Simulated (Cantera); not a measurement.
SiCl4 + NO + N2 (silicon oxide and oxynitride deposition)

Input: 1 mol SiCl4, 0.12 mol NO, 39 mol N2, equilibrated at 1125 °C.

These are equilibrium values from Cantera (NASA tables, ideal gas, pure condensed phases), not measurements of a reactor. Candidate condensed phases: Si, SiO2, Si2N2O, Si3N4; 23 gas species. The tables' values for SiCl3 are old estimates; treat these amounts as uncertain. The tables hold silica as quartz up to 1696 K and as liquid above; real silica turns to tridymite and cristobalite and melts near 1996 K. Rates play no part.

```json
[
 {"P (Pa)": "5", "x N2": "0.959", "x SiCl4": "0.0162", "x Cl": "0.0177", "x SiCl3": "0.00331", "x SiCl2": "0.00289", "x Cl2": "2.00e-5", "x SiO": "0.00137", "x NO": "1.12e-10", "n SiO2(β-quartz)": "0.0320"},
 {"P (Pa)": "26", "x N2": "0.968", "x SiCl4": "0.0210", "x Cl": "0.00886", "x SiCl3": "0.00165", "x SiCl2": "0.000554", "x Cl2": "2.60e-5", "x SiO": "0.000101", "x NO": "1.29e-10", "n SiO2(β-quartz)": "0.0580"},
 {"P (Pa)": "140", "x N2": "0.970", "x SiCl4": "0.0228", "x Cl": "0.00637", "x SiCl3": "0.000463", "x SiCl2": "4.01e-5", "x Cl2": "7.24e-5", "x SiO": "3.03e-6", "x NO": "3.44e-10", "n SiO2(β-quartz)": "0.0599"},
 {"P (Pa)": "710", "x N2": "0.971", "x SiCl4": "0.0233", "x Cl": "0.00552", "x SiCl3": "0.000107", "x SiCl2": "2.11e-6", "x Cl2": "0.000277", "x SiO": "7.02e-8", "x NO": "1.30e-9", "n SiO2(β-quartz)": "0.0600"},
 {"P (Pa)": "3700", "x N2": "0.971", "x SiCl4": "0.0234", "x Cl": "0.00427", "x SiCl3": "2.67e-5", "x SiCl2": "1.30e-7", "x Cl2": "0.000862", "x SiO": "1.90e-9", "x NO": "4.05e-9", "n SiO2(β-quartz)": "0.0600"},
 {"P (Pa)": "19000", "x N2": "0.972", "x SiCl4": "0.0234", "x Cl": "0.00263", "x SiCl3": "8.46e-6", "x SiCl2": "1.31e-8", "x Cl2": "0.00168", "x SiO": "8.39e-11", "x NO": "7.87e-9", "n SiO2(β-quartz)": "0.0600"},
 {"P (Pa)": "100000", "x N2": "0.973", "x SiCl4": "0.0234", "x Cl": "0.00135", "x SiCl3": "3.14e-6", "x SiCl2": "1.80e-9", "x Cl2": "0.00232", "x SiO": "5.03e-12", "x NO": "1.09e-8", "n SiO2(β-quartz)": "0.0600"}
]
```
x: gas mole fraction; n: condensed amount in mol.

From 0.0375 Torr to 750 Torr the condensed part is SiO2(β-quartz). The main Si-bearing gas is SiCl4 throughout.
